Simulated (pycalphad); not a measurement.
All values are pycalphad results on the COST 507 light-alloy database (1999) (1 atm), not direct measurements. These are 1990s assessments: newer ones move some temperatures and phases. Kinetics are ignored, which matters at the lower temperatures.

# Fe-0.2723Si (wt.%): equilibrium cooling sequence

| T (°C) | phases above | phases below |
|---|---|---|
| 1533.5 | liquid | bcc + liquid |
| 1530.9 | bcc + liquid | bcc |
| 1380.2 | bcc | bcc + fcc |
| 1378.8 | bcc + fcc | fcc |
| 933.5 | fcc | bcc + fcc |
| 928.3 | bcc + fcc | bcc |

Changes were sought between steps of 40 K, so a narrower field can be missed.
